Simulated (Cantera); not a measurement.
A Cantera script and what it prints.

```python
import numpy as np
import cantera as ct

gas_names = """
    Fe FeO Fe(OH)2 H HO2 H2 H2O H2O2 H2S H2SO4 O OH O2 O3 S SH SO SO2 SO3 S2 S2O S8
""".split()
cond_names = """
    Fe(a) Fe(c) Fe(d) Fe(L) FeO(s) FeO(L) Fe(OH)2(s) Fe(OH)3(s) FeS(a) FeS(b) FeS(c) FeS(L) FeSO4(s)
    FeS2(s) Fe2O3(s) Fe2S3O12(s) Fe3O4(s) H2O(s) H2O(L) H2SO4(L) S(cr1) S(cr2) S(L)
""".split()


# ... load() reads the species with a 1 bar reference pressure and builds the phases ...
atoms = {
    'Fe': {'Fe': 1},
    'SO2': {'S': 1, 'O': 2},
    'H2': {'H': 2},
}
top_T = {'FeSO4(s)': 950, 'FeS2(s)': 1010, 'Fe2O3(s)': 1830, 'Fe2S3O12(s)': 1100, 'Fe3O4(s)': 1870}  # K; cautious upper limits of use, not melting points


# ... equilibrate(T, P, feed) seeds the gas with the atoms and calls Mixture.equilibrate('TP', solver="vcs", rtol=1e-11, max_steps=5000) ...
results = []
T = 1950  # K
P = 10000  # Pa
for m in [17, 22, 29, 37, 49, 63, 82, 110, 140, 180]:
    feed = {'Fe': 1, 'SO2': 0.097, 'H2': m}  # mol
    mix = equilibrate(T, P, feed)
    results.append((T, P, feed, dict(zip(mix.species_names, mix.species_moles))))
    x = sorted(zip(gas.X, gas.species_names), reverse=True)
    print(f"T = {T:g} K  P = {P:g} Pa  n(H2) = {m:g} mol  gas = {mix.phase_moles(0):.4g} mol")
    print("   x: " + "  ".join(f"{s} {v:.3e}" for v, s in x if v > 1e-05))
    print("   condensed (mol): " + ("  ".join(f"{mix.phase(i).name} {mix.phase_moles(i):.4g}"
          for i in range(1, mix.n_phases) if mix.phase_moles(i) > 1e-12) or "none"))
```

Result:

```
T = 1950 K  P = 10000 Pa  n(H2) = 17 mol  gas = 17.08 mol
   x: H2 9.777e-01  H2O 1.134e-02  H2S 3.765e-03  H 3.584e-03  Fe 2.049e-03  SH 1.131e-03  S2 3.217e-04  S 1.290e-04
   condensed (mol): Fe(L) 0.965
T = 1950 K  P = 10000 Pa  n(H2) = 22 mol  gas = 22.1 mol
   x: H2 9.814e-01  H2O 8.769e-03  H 3.591e-03  H2S 2.985e-03  Fe 2.049e-03  SH 8.952e-04  S2 2.007e-04  S 1.018e-04
   condensed (mol): Fe(L) 0.9547
T = 1950 K  P = 10000 Pa  n(H2) = 29 mol  gas = 29.13 mol
   x: H2 9.845e-01  H2O 6.654e-03  H 3.597e-03  H2S 2.315e-03  Fe 2.049e-03  SH 6.932e-04  S2 1.199e-04  S 7.874e-05
   condensed (mol): Fe(L) 0.9403
T = 1950 K  P = 10000 Pa  n(H2) = 37 mol  gas = 37.16 mol
   x: H2 9.866e-01  H2O 5.217e-03  H 3.601e-03  Fe 2.049e-03  H2S 1.843e-03  SH 5.513e-04  S2 7.571e-05  S 6.255e-05
   condensed (mol): Fe(L) 0.9239
T = 1950 K  P = 10000 Pa  n(H2) = 49 mol  gas = 49.2 mol
   x: H2 9.885e-01  H2O 3.940e-03  H 3.604e-03  Fe 2.049e-03  H2S 1.412e-03  SH 4.219e-04  S 4.783e-05  S2 4.426e-05
   condensed (mol): Fe(L) 0.8992
T = 1950 K  P = 10000 Pa  n(H2) = 63 mol  gas = 63.26 mol
   x: H2 9.898e-01  H 3.606e-03  H2O 3.065e-03  Fe 2.049e-03  H2S 1.109e-03  SH 3.313e-04  S 3.753e-05  S2 2.725e-05
   condensed (mol): Fe(L) 0.8704
T = 1950 K  P = 10000 Pa  n(H2) = 82 mol  gas = 82.33 mol
   x: H2 9.908e-01  H 3.608e-03  H2O 2.355e-03  Fe 2.049e-03  H2S 8.595e-04  SH 2.565e-04  S 2.905e-05  S2 1.632e-05
   condensed (mol): Fe(L) 0.8313
T = 1950 K  P = 10000 Pa  n(H2) = 110 mol  gas = 110.4 mol
   x: H2 9.917e-01  H 3.610e-03  Fe 2.049e-03  H2O 1.756e-03  H2S 6.454e-04  SH 1.925e-04  S 2.179e-05
   condensed (mol): Fe(L) 0.7738
T = 1950 K  P = 10000 Pa  n(H2) = 140 mol  gas = 140.6 mol
   x: H2 9.923e-01  H 3.611e-03  Fe 2.049e-03  H2O 1.380e-03  H2S 5.094e-04  SH 1.519e-04  S 1.719e-05
   condensed (mol): Fe(L) 0.7121
T = 1950 K  P = 10000 Pa  n(H2) = 180 mol  gas = 180.7 mol
   x: H2 9.927e-01  H 3.612e-03  Fe 2.049e-03  H2O 1.073e-03  H2S 3.977e-04  SH 1.186e-04  S 1.341e-05
   condensed (mol): Fe(L) 0.6298
```

These are equilibrium values from Cantera (NASA tables, ideal gas, pure condensed phases), not measurements of a reactor.
